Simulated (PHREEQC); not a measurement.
## Ultrapure water in contact with air or piping

Model water analysis in mg/kgw, 25 °C, pH 6.1, pe 12.9: Na 0.0154; K 0.00203; Ca 0.168; Mg 0.00138; Cl 0.0525; S(6) as SO4 0.176; Alkalinity as HCO3 0.245; Pb 0.0109.

Valence states are taken as typed.

Computed with PHREEQC (ion-association model, phreeqc.dat).

Each row changes one thing in this solution. This is a speciation only: nothing precipitates in the calculation.

```
case                                             CO2 (mol/kgw)  HCO3- (mol/kgw)  Pb+2 (mol/kgw)  CaSO4 (mol/kgw)  PbOH+ (mol/kgw)  CO3-2 (mol/kgw)  SI of Pb(OH)2 (Pb(OH)2)  SI of Anglesite (PbSO4)
-----------------------------------------------  -------------  ---------------  --------------  ---------------  ---------------  ---------------  -----------------------  -----------------------
as made                                                8.53e-6          4.80e-6         5.09e-8          1.31e-9          1.23e-9         2.87e-10                    -3.25                    -5.26
pH from 6.1 to 5.8 at the same alkalinity              1.99e-5          5.60e-6      (withheld)          1.31e-9         6.25e-10         1.68e-10                    -3.85                    -5.25
all concentrations times 4 at the same typed pH     (withheld)          1.68e-5         1.99e-7       (withheld)          4.75e-9       (withheld)               (withheld)                    -4.08
Alkalinity from 0.245 to 0.122 mg/kgw                  4.95e-6          2.78e-6         5.11e-8          1.31e-9          1.24e-9         1.66e-10                    -3.25                    -5.26
```

Some entries are withheld; supply them.


- pH from 6.1 to 5.8 at the same alkalinity, Pb+2 (mol/kgw): 5.16e-8
- all concentrations times 4 at the same typed pH, CO2 (mol/kgw): 2.98e-5
- all concentrations times 4 at the same typed pH, CaSO4 (mol/kgw): 2.02e-8
- all concentrations times 4 at the same typed pH, CO3-2 (mol/kgw): 1.02e-9
- all concentrations times 4 at the same typed pH, SI of Pb(OH)2 (Pb(OH)2): -2.67

Complexes and solids missing from the database can't appear.
